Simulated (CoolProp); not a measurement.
Saturation properties of n-hexane.

Computed with CoolProp (reference Helmholtz-energy equation of state, Thol 2019).

| T (°C) | p (MPa) | enthalpy of vaporisation (kJ/kg) | liquid cp (kJ/(kg K)) | vapour Z | surface tension (mN/m) | liquid viscosity (µPa s) |
|---|---|---|---|---|---|---|
| -2.25 | 0.005349 | 384.2 | [?] | 0.9943 | 20.8 | 396 |
| 14.65 | 0.01262 | [?] | 2.231 | 0.9891 | 19.0 | 330 |
| 31.65 | 0.02671 | 361.7 | 2.301 | 0.9811 | 17.2 | 279 |
| 48.55 | 0.05132 | 349.9 | [?] | 0.9698 | 15.4 | 239 |
| 65.55 | 0.09163 | 337.5 | 2.456 | 0.9545 | [?] | 205 |
| 82.45 | 0.1530 | 324.4 | 2.541 | [?] | 12.1 | 178 |
| 99.45 | 0.2429 | 310.3 | 2.631 | 0.9106 | [?] | 155 |
| 116.45 | 0.3684 | 294.9 | 2.728 | 0.8810 | 8.83 | 135 |

### Question
Fill in the missing entries.

### Answer

- -2.25, liquid cp (kJ/(kg K)): 2.167
- 14.65, enthalpy of vaporisation (kJ/kg): 373.1
- 48.55, liquid cp (kJ/(kg K)): 2.376
- 65.55, surface tension (mN/m): 13.7
- 82.45, vapour Z: 0.9350
- 99.45, surface tension (mN/m): 10.4

It boils at 68.7 °C under 1 atm.

Viscosity comes from a separate model (Michailidou 2013). Surface tension comes from a separate correlation (Mulero 2012).
